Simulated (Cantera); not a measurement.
Charge: 1 mol SiH2Cl2, 0.022 mol Cl2, 60 mol N2, held at 13000 Pa.

Method: chemical equilibrium by Gibbs-energy minimisation in Cantera with the NASA 1993 tables (ideal gas, pure condensed phases). Candidate condensed phases: NH4Cl, Si, Si3N4; 28 gas species. N2 is the only nitrogen source here; it is nearly inert below about 1500 K, so the nitride shown seldom forms there in practice. Rates play no part.

### Question
What share of the Si ends up in condensed phases as a function of T (K), at 800, 950, 1100, 1250, 1400, 1550, 1700?

### Answer
```json
[
 {"T (K)": "800", "Si condensed (%)": "81.8", "as": "Si3N4(s)"},
 {"T (K)": "950", "Si condensed (%)": "84.5", "as": "Si3N4(s)"},
 {"T (K)": "1100", "Si condensed (%)": "86.2", "as": "Si3N4(s)"},
 {"T (K)": "1250", "Si condensed (%)": "87.0", "as": "Si3N4(s)"},
 {"T (K)": "1400", "Si condensed (%)": "84.7", "as": "Si3N4(s)"},
 {"T (K)": "1550", "Si condensed (%)": "72.2", "as": "Si3N4(s)"},
 {"T (K)": "1700", "Si condensed (%)": "52.2", "as": "Si3N4(s)"}
]
```
